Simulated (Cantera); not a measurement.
An isothermal, constant-pressure homogeneous reactor starts with 16.4 % CH4, 83.6 % N2, at 1450 K and 0.440 bar.

Cantera simulation using GRI-Mech 3.0 (53 species, 325 reactions); the numbers are that mechanism's predictions, not measurements. GRI-Mech 3.0 stops at C3 and has no aromatics, soot or wall deposition, so with more carbon than oxygen in the feed, carbon stays in small species such as C2H2 where larger ones or solid carbon would form.

Problem. Predict: x(CH4) at 1.00 s; x(C2H4) at 1.00 s; x(CH3) at 1.00 s; x(C2H6) at 1.00 s.

Solution. x(CH4) at 1.00 s: 0.127 (gas-phase equilibrium 0.00998)
x(C2H4) at 1.00 s: 0.00114 (gas-phase equilibrium 0.00126)
x(CH3) at 1.00 s: 6.73e-5 (gas-phase equilibrium 6.49e-6)
x(C2H6) at 1.00 s: 0.000120 (gas-phase equilibrium 1.40e-6)
